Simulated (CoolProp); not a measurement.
Vapour-liquid equilibrium of cyclohexane (1) + n-nonane (2) at 213.85 °C; x and y are mole fractions of (1).

Values from CoolProp's multi-fluid Helmholtz-energy mixture model, Zhou 2014 and Lemmon 2006; pair parameters Bell 2016.

**Question.** Give the bubble pressure and the first vapour's composition at x = 0.35, 0.75, 0.95. Is there an azeotrope?

**Answer.** x = 0.35: 788.8 kPa, y = 0.601; x = 0.75: 1288 kPa, y = 0.891; x = 0.95: 1586 kPa, y = 0.981. No azeotrope shows between x = 0.05 and 0.95.

Pair parameters are fitted to limited data, so mixtures are less certain than the pure fluids.
